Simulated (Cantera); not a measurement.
A perfectly stirred reactor is fed with C₃H₈ : H₂ = 1 : 2.1 (molar parts), at 0.000760 bar; it is held at 1923 K, and followed from long to short residence time.

Detailed kinetics in Cantera: GRI-Mech 3.0 (53 species, 325 reactions). GRI-Mech 3.0 was tuned for natural gas; its chemistry of propane as a main component is partial and can be far from experiment. GRI-Mech 3.0 stops at C3 and has no aromatics, soot or wall deposition, so with more carbon than oxygen in the feed, carbon stays in small species such as C2H2 where larger ones or solid carbon would form. Radical loss at walls, strong at low pressure, is not modelled.

What does this change do: C3H8 1 to 5.3 parts?


| quantity | before | after |
|---|---|---|
| x(C₃H₈) at τ = 4.50 s | 1.61e-5 | 2.40e-5 |
| x(H₂) at τ = 4.50 s | 0.733 | 0.634 |
| x(CH₂) at τ = 4.50 s | 1.83e-5 | 2.03e-5 |
| x(C₂H₂) at τ = 4.50 s | 0.239 | 0.335 |
| x(CH₄) at τ = 4.50 s | 0.0178 | 0.0203 |
| x(C₃H₈) at τ = 28.0 ms | 0.00260 | 0.00405 |
| x(H₂) at τ = 28.0 ms | 0.617 | 0.475 |
| x(CH₂) at τ = 28.0 ms | 8.63e-5 | 0.000101 |
| x(C₂H₂) at τ = 28.0 ms | 0.173 | 0.268 |
| x(CH₄) at τ = 28.0 ms | 0.134 | 0.152 |
